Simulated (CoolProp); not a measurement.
Methanol at 293.15 K and 1.03 MPa flows at 14 m/s in a round tube of 50 mm bore and 1.5 µm roughness, fully developed (64/Re and Nu = 3.66 if laminar; Colebrook and Gnielinski if turbulent). Each further row changes one setting.

Model: reference Helmholtz-energy equation of state, de Reuck 1993, in CoolProp.

```
case             Reynolds number  Darcy friction factor  pressure drop (Pa/m)  heat-transfer coefficient (W/(m² K))  mass flow (kg/h)
---------------  ---------------  ---------------------  --------------------  ------------------------------------  ----------------
as stated                 942000                      …                     …                                 18000                 …
velocity 28 m/s          1880000                      …                 70700                                     …                 …
diameter 100 mm          1880000                      …                  8510                                     …            313000
```

**Question.** Complete the blanks.

**Answer.** 
- as stated, Darcy friction factor: 0.0124
- as stated, pressure drop (Pa/m): 19200
- as stated, mass flow (kg/h): 78400
- velocity 28 m/s, Darcy friction factor: 0.0114
- velocity 28 m/s, heat-transfer coefficient (W/(m² K)): 34000
- velocity 28 m/s, mass flow (kg/h): 157000
- diameter 100 mm, Darcy friction factor: 0.0110
- diameter 100 mm, heat-transfer coefficient (W/(m² K)): 16500

Viscosity comes from a separate model (Xiang 2006). Thermal conductivity comes from a separate model (Sykioti 2013).
